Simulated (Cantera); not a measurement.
A Cantera script and its output.

```python
import numpy as np
import cantera as ct

gas = ct.Solution("gri30.yaml")
gas.TPX = 1450, 101325, {'C2H4': 1, 'H2': 9.8}
inlet = ct.Reservoir(gas, clone=True)

reactor = ct.IdealGasConstPressureReactor(gas, energy="off", clone=False)
exhaust = ct.Reservoir(gas, clone=True)
tau = [23, 10, 4.3, 1.8, 0.79, 0.34, 0.15, 0.063, 0.027, 0.011, 0.0049][0]
for a, b in ((inlet, reactor), (reactor, exhaust)):
    ct.MassFlowController(a, b, mdot=lambda t: reactor.mass / tau)
net = ct.ReactorNet([reactor])
show = ['C2H4', 'H2', 'C2H2', 'H', 'CH4', 'CH3', 'C2H6']

rows = []
print(f"{'tau/s':>10s}{'T/K':>9s}" + "".join(f"{s:>11s}" for s in show))
for tau in [23, 10, 4.3, 1.8, 0.79, 0.34, 0.15, 0.063, 0.027, 0.011, 0.0049]:
    net.initial_time = 0.0
    net.advance(30 * tau)
    before = gas.X
    net.advance(40 * tau)
    drift = np.max(np.abs(gas.X - before) / (gas.X + 1e-9))
    rows.append([gas.T, *gas[show].X, drift])
    print(f"{tau:10.3e}{gas.T:9.1f}" + "".join(f"{x:11.3e}" for x in gas[show].X))
```

It prints:

```
     tau/s      T/K       C2H4         H2       C2H2          H        CH4        CH3       C2H6
 2.300e+01   1450.0  7.717e-03  8.324e-01  1.929e-02  9.019e-06  1.404e-01  3.063e-05  7.815e-05
 1.000e+01   1450.0  8.733e-03  8.370e-01  2.162e-02  9.510e-06  1.326e-01  3.033e-05  8.421e-05
 4.300e+00   1450.0  1.055e-02  8.449e-01  2.568e-02  1.052e-05  1.188e-01  2.978e-05  9.602e-05
 1.800e+00   1450.0  1.334e-02  8.565e-01  3.151e-02  1.243e-05  9.853e-02  2.884e-05  1.164e-04
 7.900e-01   1450.0  1.656e-02  8.688e-01  3.751e-02  1.531e-05  7.693e-02  2.739e-05  1.430e-04
 3.400e-01   1450.0  2.013e-02  8.806e-01  4.281e-02  1.940e-05  5.624e-02  2.511e-05  1.756e-04
 1.500e-01   1450.0  2.389e-02  8.899e-01  4.618e-02  2.427e-05  3.977e-02  2.212e-05  2.116e-04
 6.300e-02   1450.0  2.877e-02  8.971e-01  4.709e-02  2.996e-05  2.673e-02  1.845e-05  2.581e-04
 2.700e-02   1450.0  3.556e-02  9.017e-01  4.454e-02  3.536e-05  1.778e-02  1.483e-05  3.199e-04
 1.100e-02   1450.0  4.634e-02  9.047e-01  3.733e-02  3.996e-05  1.117e-02  1.118e-05  4.116e-04
 4.900e-03   1450.0  5.917e-02  9.061e-01  2.734e-02  4.221e-05  6.774e-03  8.081e-06  5.064e-04
```

Cantera simulation using GRI-Mech 3.0 (53 species, 325 reactions); the numbers are that mechanism's predictions, not measurements. GRI-Mech 3.0 was tuned for natural gas; its chemistry of ethylene as a main component is partial and can be far from experiment. GRI-Mech 3.0 stops at C3 and has no aromatics, soot or wall deposition, so with more carbon than oxygen in the feed, carbon stays in small species such as C2H2 where larger ones or solid carbon would form.
